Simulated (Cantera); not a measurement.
## Adiabatic ignition

An adiabatic, constant-pressure homogeneous reactor starts with 10.2 % CH4, 2.87 % CO, 18.2 % O2, 68.7 % N2, equivalence ratio 1.2, at 1650 K and 2.90 bar.

Model: GRI-Mech 3.0 (53 species, 325 reactions), integrated in Cantera.

```json
[
 {"t (s)": "2.00e-6", "T (K)": "1650", "x CH4": "0.102", "x CO": "0.0287", "x O2": "0.182", "x CH2CO": "5.98e-11", "x CH3": "9.45e-6"},
 {"t (s)": "4.85e-6", "T (K)": "1650", "x CH4": "0.102", "x CO": "0.0287", "x O2": "0.182", "x CH2CO": "3.93e-10", "x CH3": "2.58e-5"},
 {"t (s)": "1.18e-5", "T (K)": "1650", "x CH4": "0.102", "x CO": "0.0287", "x O2": "0.182", "x CH2CO": "2.76e-9", "x CH3": "7.57e-5"},
 {"t (s)": "2.85e-5", "T (K)": "1650", "x CH4": "0.102", "x CO": "0.0286", "x O2": "0.182", "x CH2CO": "2.66e-8", "x CH3": "0.000235"},
 {"t (s)": "6.91e-5", "T (K)": "1657", "x CH4": "0.0997", "x CO": "0.0288", "x O2": "0.181", "x CH2CO": "1.34e-6", "x CH3": "0.000652"},
 {"t (s)": "0.000168", "T (K)": "2788", "x CH4": "<1e-12", "x CO": "0.0748", "x O2": "0.0135", "x CH2CO": "<1e-12", "x CH3": "<1e-12"},
 {"t (s)": "0.000406", "T (K)": "2901", "x CH4": "<1e-12", "x CO": "0.0721", "x O2": "0.00945", "x CH2CO": "<1e-12", "x CH3": "<1e-12"},
 {"t (s)": "0.000985", "T (K)": "2894", "x CH4": "<1e-12", "x CO": "0.0725", "x O2": "0.00869", "x CH2CO": "<1e-12", "x CH3": "<1e-12"},
 {"t (s)": "0.00239", "T (K)": "2893", "x CH4": "<1e-12", "x CO": "0.0726", "x O2": "0.00860", "x CH2CO": "<1e-12", "x CH3": "<1e-12"},
 {"t (s)": "0.00579", "T (K)": "2893", "x CH4": "<1e-12", "x CO": "0.0726", "x O2": "0.00860", "x CH2CO": "<1e-12", "x CH3": "<1e-12"},
 {"t (s)": "0.0140", "T (K)": "2893", "x CH4": "<1e-12", "x CO": "0.0726", "x O2": "0.00860", "x CH2CO": "<1e-12", "x CH3": "<1e-12"},
 {"t (s)": "0.0340", "T (K)": "2893", "x CH4": "<1e-12", "x CO": "0.0726", "x O2": "0.00860", "x CH2CO": "<1e-12", "x CH3": "<1e-12"},
 {"t (s)": "0.0825", "T (K)": "2893", "x CH4": "<1e-12", "x CO": "0.0726", "x O2": "0.00860", "x CH2CO": "<1e-12", "x CH3": "<1e-12"},
 {"t (s)": "0.200", "T (K)": "2893", "x CH4": "<1e-12", "x CO": "0.0726", "x O2": "0.00860", "x CH2CO": "<1e-12", "x CH3": "<1e-12"}
]
```
x: mole fraction; the columns are a selection and need not sum to one.

* **time of steepest temperature rise**: 0.145 ms
* **temperature at 0.200 s**: 2893 K
* **equilibrium temperature**: 2893 K
* **x(CH4) at 0.200 s**: <1e-12 (gas-phase equilibrium <1e-12)
* **x(CO) at 0.200 s**: 0.0726 (gas-phase equilibrium 0.0726)
* **x(O2) at 0.200 s**: 0.00860 (gas-phase equilibrium 0.00860)
